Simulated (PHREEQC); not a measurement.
Make-up at 25 °C: 0.92 mol KOH and 0.00012 mol K2SO4 per kg of water. Closed to the air; pH follows from the charge balance.

Model: ion-association model, phreeqc.dat, run in PHREEQC.

Each row changes one thing in this solution. No solid was allowed to form.

```
case                                     pH  ionic strength (mol/kgw)  SO4-2 (mol/kgw)  KSO4- (mol/kgw)
------------------------------------  -----  ------------------------  ---------------  ---------------
as made                               13.74                     0.920          6.16e-5          5.84e-5
K2SO4 from 0.00012 to 0.0012 mol/kgw  13.74                     0.922         0.000616         0.000584
0.61 mol/kgw Na2SO4 added             13.71                      2.06            0.264            0.146
KOH from 0.92 to 1.38 mol/kgw         13.90                      1.38          5.49e-5          6.51e-5
temperature from 25 to 40 °C          13.27                     0.920          5.55e-5          6.45e-5
0.029 mol/kgw NaHCO3 added            13.72                     0.974          6.16e-5          5.69e-5
K2SO4 from 0.00012 to 6e-05 mol/kgw   13.74                     0.920          3.08e-5          2.92e-5
```

The ionic strength passes 0.7 mol/kgw, the rough limit of the ion-association models, in every such run. Species that the database lacks are ignored. Constants without temperature data keep their 25 °C values here.
